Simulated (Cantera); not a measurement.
Cantera run, input and output.

```python
import numpy as np
import cantera as ct

gas = ct.Solution("h2o2.yaml")
gas.TPX = 398, 1000000, {'H2': 1, 'O2': 0.5, 'N2': 1.95}
flame = ct.FreeFlame(gas, width=0.008)
flame.set_refine_criteria(ratio=3, slope=0.08, curve=0.16)
flame.transport_model = "unity-Lewis-number"
flame.solve(loglevel=0, auto=True)
z, T = flame.grid, flame.T
thick = (T[-1] - T[0]) / np.gradient(T, z).max()
show = ['H2', 'O2', 'H2O', 'OH', 'HO2', 'O']
print(f"laminar burning velocity  {flame.velocity[0] * 100:.3f} cm/s")
print(f"burnt temperature         {T[-1]:.1f} K")
print(f"thermal thickness         {thick * 1e3:.4f} mm")
print(f"grid points               {len(z)}")
z0 = z[flame.heat_release_rate.argmax()]
print(f"{'z/mm':>9s}{'T/K':>9s}{'u/(m/s)':>9s}" + "".join(f"{s:>11s}" for s in show))
rows = []
for k in (-3, -2, -1.5, -1, -0.5, -0.25, 0, 0.25, 0.5, 1, 2, 4, 8):
    zz = z0 + k * thick
    rows.append([k * thick, np.interp(zz, z, T), np.interp(zz, z, flame.velocity),
                 *(np.interp(zz, z, flame.X[gas.species_index(s)]) for s in show)])
    print(f"{rows[-1][0] * 1e3:9.3f}{rows[-1][1]:9.1f}{rows[-1][2]:9.3f}" + "".join(f"{x:11.3e}" for x in rows[-1][3:]))
```

Output:

```
laminar burning velocity  226.715 cm/s
burnt temperature         2474.5 K
thermal thickness         0.0228 mm
grid points               112
     z/mm      T/K  u/(m/s)         H2         O2        H2O         OH        HO2          O
   -0.068    398.2    2.268  2.898e-01  1.449e-01  2.244e-05  7.513e-12  3.492e-07  9.072e-10
   -0.046    399.1    2.273  2.897e-01  1.449e-01  1.382e-04  1.010e-10  2.154e-06  6.466e-09
   -0.034    402.8    2.294  2.894e-01  1.447e-01  5.829e-04  1.285e-09  9.145e-06  3.145e-08
   -0.023    421.9    2.400  2.873e-01  1.436e-01  2.917e-03  3.390e-08  4.776e-05  2.539e-07
   -0.011    650.1    3.645  2.627e-01  1.309e-01  3.136e-02  1.822e-05  6.106e-04  1.969e-05
   -0.006   1066.9    5.820  2.118e-01  1.051e-01  8.917e-02  6.778e-04  1.004e-03  3.408e-04
    0.000   1549.6    8.176  1.292e-01  6.559e-02  1.747e-01  3.743e-03  4.538e-04  2.327e-03
    0.006   1849.0    9.540  6.954e-02  3.564e-02  2.346e-01  9.224e-03  1.881e-04  4.477e-03
    0.011   2006.7   10.224  4.735e-02  2.295e-02  2.606e-01  1.260e-02  9.720e-05  4.825e-03
    0.023   2161.1   10.871  3.486e-02  1.535e-02  2.806e-01  1.333e-02  4.735e-05  3.549e-03
    0.046   2285.3   11.379  2.644e-02  1.098e-02  2.963e-01  1.133e-02  2.276e-05  1.939e-03
    0.091   2370.9   11.722  1.958e-02  7.857e-03  3.084e-01  8.865e-03  1.062e-05  9.905e-04
    0.183   2424.7   11.936  1.454e-02  5.688e-03  3.166e-01  6.902e-03  5.210e-06  5.369e-04
```

Cantera simulation using the H2/O2 subset of GRI-Mech 3.0, which has no nitrogen chemistry; the numbers are that mechanism's predictions, not measurements. The hydrogen kinetics of GRI-Mech 3.0 are dated; newer H2 mechanisms differ, most at raised pressure. Unity Lewis numbers drop preferential diffusion, which matters most where H2 and H carry the flame. Burning velocities carry a grid error of a few per cent, more on coarse grids.
